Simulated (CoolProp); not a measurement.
Vapour-liquid equilibrium of benzene (1) + n-decane (2) at 95.35 °C; x and y are mole fractions of (1).

Computed with CoolProp (multi-fluid Helmholtz-energy mixture model, Thol 2012 and Lemmon 2006; pair parameters Bell 2016).

| x | bubble pressure (kPa) | y at the bubble point | dew pressure at overall composition x (kPa) | liquid density (mol/L) |
|---|---|---|---|---|
| 0.05 | 15.92 | 0.523 | 8.329 | 4.857 |
| 0.2 | 40.85 | 0.841 | 9.814 | 5.325 |
| 0.35 | 65.01 | 0.916 | 11.94 | 5.876 |
| 0.5 | 87.32 | 0.950 | 15.24 | 6.536 |
| 0.65 | 108.2 | 0.970 | 21.05 | 7.344 |
| 0.8 | 129.0 | 0.984 | 34.04 | 8.357 |
| 0.95 | 150.9 | 0.996 | 87.38 | 9.666 |

No azeotrope shows between x = 0.05 and 0.95.

The pair parameters rest on a limited set of measurements; away from them the model extrapolates.
